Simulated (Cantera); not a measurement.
Input: 1 mol Al(CH3)3, 0.62 mol N2O, 4.5 mol N2, equilibrated at 1950 K and 133 Pa.

Cantera equilibrium calculation (NASA polynomials, part measured and part estimated; ideal gas, pure solids and liquids). Candidate condensed phases: Al, AlN, Al2O3, C, C6H6, C7H8, C8H18, H2O; 148 gas species. The feed counts by its element totals alone. Kinetics and transport are ignored.

Base state: N2 0.449, H2 0.384, Al 0.0874, CO 0.0546, H 0.0194, HCN 0.00500, AlH 0.000619, HNC 0.000259 (mole fractions); condensed: C(graphite).

Problem. What changes in the equilibrium state with this change: Al(CH3)3 replaced by AlCl3?

Solution. 
| species | before | after |
|---|---|---|
| N2 | 0.449 | 0.711 |
| Cl | 0 | 0.206 |
| AlCl3 | 0 | 0.0561 |
| H2 | 0.384 | 0 |
| CO | 0.0546 | 0 |
| H | 0.0194 | 0 |
| AlCl2 | 0 | 0.0157 |
| Al | 0.0874 | 5.71e-7 |
| AlCl | 0 | 0.00943 |
| HCN | 0.00500 | 0 |
| AlOCl | 0 | 0.000964 |
| C(graphite), mol | 2.32 | 0 |
| Al2O3(s), mol | 0 | 0.204 |
The tables' values for AlCl2 are old estimates; treat these amounts as uncertain. Further candidate phases: AlCl3.
